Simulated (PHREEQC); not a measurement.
0.44 g of hydrous ferric oxide (600 m²/g; 0.2 weak and 0.005 strong sites per Fe, Dzombak-Morel constants, diffuse double layer) in 1 kg of water with 0.05 mol/kgw of an inert sodium salt, at 25 °C; the pH is set by adding NaOH or the inert anion's acid. O2 is buffered at 0.21 atm. The system is closed to CO2. Nothing may precipitate in this run.

All values are PHREEQC results (ion-association model, wateq4f.dat), not measurements.

| pH | surface charge σ (C/m²) | surface potential ψ (mV) |
|---|---|---|
| 3 | 0.357 | 169 |
| 3.67 | … | 164 |
| 5 | 0.181 | … |
| 5.67 | 0.115 | … |
| 6.33 | 0.067 | 86 |
| 7.67 | … | … |
| 8.33 | -0.006 | -11 |
| 9 | -0.026 | -45 |
| 10.33 | … | … |
| 11 | -0.158 | -128 |

Q: Some entries are withheld; supply them.

A: 
- 3.67, surface charge σ (C/m²): 0.323
- 5, surface potential ψ (mV): 135
- 5.67, surface potential ψ (mV): 112
- 7.67, surface charge σ (C/m²): 0.012
- 7.67, surface potential ψ (mV): 22
- 10.33, surface charge σ (C/m²): -0.097
- 10.33, surface potential ψ (mV): -104

The oxide is taken as insoluble; below pH 4 it would dissolve.
